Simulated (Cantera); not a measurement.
**Ta(OEt)₅ + H₂O (tantalum, niobium, vanadium and zirconium in process gases)**

Input: 1 mol Ta(OEt)₅, 0.2 mol H₂O, equilibrated at 0.000300 bar.

Method: chemical equilibrium by Gibbs-energy minimisation in Cantera with the NASA 1993 tables (ideal gas, pure condensed phases). Candidate condensed phases: C, C₆H₆, C₇H₈, C₈H₁₈, H₂O, Ta, TaC, Ta₂O₅; 113 gas species. The feed counts by its element totals alone. TaC: taken at fixed stoichiometry. Condensed phases not in the tables: Ta₂C. Rates play no part.

| T (°C) | x H₂ | x H | x CO | x C₃ | x C | x C₂ | x C₂H₂ (acetylene) | n C(graphite) | n Ta₂O₅(s) | n TaC(s) |
|---|---|---|---|---|---|---|---|---|---|---|
| 650 | 0.825 | 1.28e-8 | 0.175 | <1e-12 | <1e-12 | <1e-12 | 9.82e-11 | 7.30 | 0.500 | 0 |
| 800 | 0.709 | 6.81e-7 | 0.290 | <1e-12 | <1e-12 | <1e-12 | 5.09e-9 | 3.80 | 0 | 1.00 |
| 950 | 0.709 | 1.46e-5 | 0.290 | <1e-12 | <1e-12 | <1e-12 | 1.11e-7 | 3.80 | 0 | 1.00 |
| 1100 | 0.709 | 0.000162 | 0.290 | <1e-12 | <1e-12 | <1e-12 | 1.23e-6 | 3.80 | 0 | 1.00 |
| 1250 | 0.709 | 0.00112 | 0.290 | <1e-12 | <1e-12 | <1e-12 | 8.37e-6 | 3.80 | 0 | 1.00 |
| 1400 | 0.705 | 0.00552 | 0.290 | 5.82e-12 | 2.21e-11 | <1e-12 | 4.02e-5 | 3.80 | 0 | 1.00 |
| 1550 | 0.692 | 0.0208 | 0.287 | 7.64e-10 | 1.54e-9 | 6.32e-11 | 0.000146 | 3.79 | 0 | 1.00 |
| 1700 | 0.655 | 0.0631 | 0.281 | 4.71e-8 | 5.63e-8 | 3.97e-9 | 0.000420 | 3.78 | 0 | 1.00 |
| 1850 | 0.574 | 0.157 | 0.268 | 1.60e-6 | 1.23e-6 | 1.38e-7 | 0.000951 | 3.76 | 0 | 1.00 |
| 2000 | 0.435 | 0.320 | 0.244 | 3.36e-5 | 1.79e-5 | 2.97e-6 | 0.00164 | 3.73 | 0 | 1.00 |
| 2150 | 0.260 | 0.522 | 0.214 | 0.000481 | 0.000186 | 4.37e-5 | 0.00201 | 3.65 | 0 | 1.00 |
| 2300 | 0.119 | 0.683 | 0.189 | 0.00499 | 0.00147 | 0.000466 | 0.00173 | 3.18 | 0 | 1.00 |
| 2450 | 0.0427 | 0.739 | 0.170 | 0.0337 | 0.00875 | 0.00343 | 0.000980 | 0 | 0 | 1.000 |
x: gas mole fraction; n: condensed amount in mol.

At 650 °C the condensed part is C(graphite) + Ta₂O₅(s). From 800 °C to 2300 °C the condensed part is C(graphite) + TaC(s). At 2450 °C the condensed part is TaC(s).
